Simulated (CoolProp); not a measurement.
Values from CoolProp's reference Helmholtz-energy equation of state, Lemmon 2006. It is a short technical equation, of lower accuracy than the large ones.

Problem. For isopentane, give the phase and the density (kg/m³), speed of sound (m/s), conductivity (mW/(m K)) at 428.4 K and 1.52 MPa.

Solution. 
- 428.4 K and 1.52 MPa: gas; density 40.6, speed of sound 176, conductivity 31.5

Thermal conductivity comes from a separate model (Vassiliou 2015).
